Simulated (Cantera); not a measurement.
## CuO + CH4 + N2 (carbothermic reduction)

Input: 1 mol CuO, 1.3 mol CH4, 0.54 mol N2, held at 0.000970 bar.

Cantera equilibrium calculation (NASA polynomials, part measured and part estimated; ideal gas, pure solids and liquids). Candidate condensed phases: C, C6H6, C7H8, C8H18, Cu, CuO, Cu(OH)2, Cu2O, H2O; 139 gas species. Kinetics and transport are ignored.

| T (°C) | log p H2 | log p H | log p CO | log p Cu | log p N2 | n C(graphite) |
|---|---|---|---|---|---|---|
| 1800 | -3.35 | -4.26 | -3.74 | -3.74 | -4.01 | 0.270 |
| 1875 | -3.37 | -4.07 | -3.74 | -3.74 | -4.02 | 0.261 |
| 1950 | -3.41 | -3.90 | -3.75 | -3.75 | -4.04 | 0.249 |
| 2025 | -3.46 | -3.75 | -3.77 | -3.77 | -4.05 | 0.235 |
| 2100 | -3.52 | -3.62 | -3.78 | -3.78 | -4.07 | 0.219 |
| 2175 | -3.61 | -3.50 | -3.80 | -3.80 | -4.10 | 0.200 |
| 2250 | -3.72 | -3.41 | -3.82 | -3.82 | -4.12 | 0.174 |
log p: log10 of the partial pressure in bar; n: condensed amount in mol.

From 1800 °C to 2250 °C the condensed part is C(graphite). The main Cu-bearing gas is Cu throughout.
